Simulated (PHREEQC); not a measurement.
Consider water at 20 °C with 1.1 mmol/kgw HF and 0.059 mmol/kgw KCl. Closed to the air; pH follows from the charge balance.

Model: ion-association model, phreeqc.dat, run in PHREEQC.

Precipitation was switched off in this run.

Q: Order these F species by the share of F that they hold, largest first: HF2-, HF, F-.

A: F- (56 %), HF (44 %), HF2- (0.20 %)

The pH is 3.23 and the ionic strength 0.000672 mol/kgw.
